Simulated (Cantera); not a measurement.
# Low-pressure radical oxidation in H2/O2

An isothermal, constant-pressure homogeneous reactor starts with 32.9 % H2, 67.1 % O2, equivalence ratio 0.24, at 1450 K and 1330 Pa.

Model: the H2/O2 subset of GRI-Mech 3.0, which has no nitrogen chemistry, integrated in Cantera. Radical loss at walls, strong at low pressure, is not modelled. The temperature is held fixed by assumption; the heat of reaction is taken as removed at once.

| t (s) | x H2 | x O2 | x H2O | x OH | x HO2 | x H2O2 |
|---|---|---|---|---|---|---|
| 0.000100 | 0.329 | 0.671 | 7.00e-6 | 2.00e-6 | 9.99e-7 | 7.83e-9 |
| 0.000524 | 0.0315 | 0.495 | 0.224 | 0.0282 | 5.60e-6 | 2.85e-7 |
| 0.00275 | 0.0236 | 0.500 | 0.249 | 0.0260 | 5.94e-6 | 2.78e-7 |
| 0.0144 | 0.0147 | 0.550 | 0.320 | 0.0215 | 7.04e-6 | 3.24e-7 |
| 0.0756 | 0.00119 | 0.601 | 0.387 | 0.00636 | 3.07e-6 | 1.35e-7 |
| 0.397 | 4.98e-5 | 0.606 | 0.393 | 0.00131 | 2.98e-7 | 2.27e-8 |
| 2.08 | 6.02e-6 | 0.606 | 0.393 | 0.000457 | 1.84e-7 | 6.31e-9 |
| 10.9 | 4.17e-6 | 0.606 | 0.393 | 0.000381 | 2.00e-7 | 5.45e-9 |
| 57.2 | 4.17e-6 | 0.606 | 0.393 | 0.000381 | 2.00e-7 | 5.45e-9 |
| 300 | 4.17e-6 | 0.606 | 0.393 | 0.000381 | 2.00e-7 | 5.45e-9 |
x: mole fraction; the columns are a selection and need not sum to one.

Equilibrium at this temperature and pressure: H2 4.17e-6, O2 0.606, H2O 0.393, OH 0.000381, HO2 2.00e-7, H2O2 5.45e-9 (gas phase only).
